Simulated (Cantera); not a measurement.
An isothermal, constant-pressure homogeneous reactor starts with CO : O₂ : H₂O : N₂ = 0.016 : 0.088 : 0.00016 : 1 (molar parts), equivalence ratio 0.091, at 1250 K and 6.10 bar.

Model: GRI-Mech 3.0 (53 species, 325 reactions), integrated in Cantera.

x: mole fraction; the columns are a selection and need not sum to one.

```csv
t (s),x CO,x O₂,x H₂O,x H,x HO₂
0.000100,0.0145,0.0797,0.000145,3.13e-11,(withheld)
0.000501,0.0145,0.0797,0.000145,2.82e-10,(withheld)
0.00251,0.0145,0.0797,0.000145,4.83e-9,(withheld)
0.0126,0.0133,0.0791,0.000143,4.92e-8,(withheld)
0.0632,0.00750,0.0764,0.000144,3.13e-8,(withheld)
0.317,0.000558,0.0732,0.000145,2.84e-9,(withheld)
1.59,5.16e-7,0.0730,0.000146,3.47e-12,(withheld)
7.98,1.19e-9,0.0730,0.000146,<1e-12,6.21e-10
40.0,1.19e-9,0.0730,0.000146,<1e-12,6.21e-10
```

Problem. Complete the blanks.

Solution. 
- 0.000100, x HO₂: 1.04e-9
- 0.000501, x HO₂: 2.07e-8
- 0.00251, x HO₂: 3.87e-7
- 0.0126, x HO₂: 2.46e-6
- 0.0632, x HO₂: 2.04e-6
- 0.317, x HO₂: 5.89e-7
- 1.59, x HO₂: 2.92e-9
